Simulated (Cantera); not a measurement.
Input: 1 mol C6H6, 0.016 mol O2, equilibrated at 2150 K and 1.33 mbar.

Method: chemical equilibrium by Gibbs-energy minimisation in Cantera with the NASA 1993 tables (ideal gas, pure condensed phases). Candidate condensed phases: C, C6H6, C7H8, C8H18, H2O; 110 gas species. Kinetics and transport are ignored.

Base state: H2 0.880, H 0.108, CO 0.00998, C2H2 (acetylene) 0.00170 (mole fractions); condensed: C(graphite).

Task: What changes in the equilibrium state with this change: O2 from 0.016 to 0.1 mol?

Result: 
```csv
species,before,after
H2,0.880,0.834
H,0.108,0.105
CO,0.00998,0.0592
C2H2 (acetylene),0.00170,0.00161
"C(graphite), mol",5.96,5.79
```
